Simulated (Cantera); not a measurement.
Input: 1 mol CuF₂, 0.075 mol H₂O, 0.64 mol N₂, held at 2050 K and 0.130 bar.

These are equilibrium values from Cantera (NASA tables, ideal gas, pure condensed phases), not measurements of a reactor. Candidate condensed phases: Cu, CuF₂, CuO, Cu(OH)₂, Cu₂O, H₂O; 45 gas species. Kinetics and transport are ignored.

Base state: N₂ 0.313, CuF₂ 0.311, CuF 0.178, F 0.105, HF 0.0734, O₂ 0.0174, NO 0.00159, O 0.000356 (mole fractions); condensed: gas only.

Q: What changes in the equilibrium state with this change: pressure from 0.130 bar to 0.0250 bar?

A: 
```csv
species,before,after
N₂,0.313,0.279
CuF,0.178,0.266
F,0.105,0.201
CuF₂,0.311,0.171
O₂,0.0174,0.0153
HF,0.0734,0.0656
Cu,4.94e-5,0.000200
O,0.000356,0.000761
NO,0.00159,0.00141
```
